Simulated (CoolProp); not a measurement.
R134a at 448.96 K and 0.944 MPa is throttled through a valve to 0.222 MPa with no heat exchange. Each further row changes one setting.

Model: reference Helmholtz-energy equation of state, Tillner-Roth 1994, in CoolProp.

| case | temperature change (K) | final density (kg/m³) |
|---|---|---|
| as stated | -4.3 | [?] |
| outlet pressure 0.0666 MPa | [?] | 1.85 |
| outlet pressure 0.289 MPa | -3.9 | [?] |

Question: Fill in the missing entries.

Answer: 
- as stated, final density (kg/m³): 6.19
- outlet pressure 0.0666 MPa, temperature change (K): -5.2
- outlet pressure 0.289 MPa, final density (kg/m³): 8.08
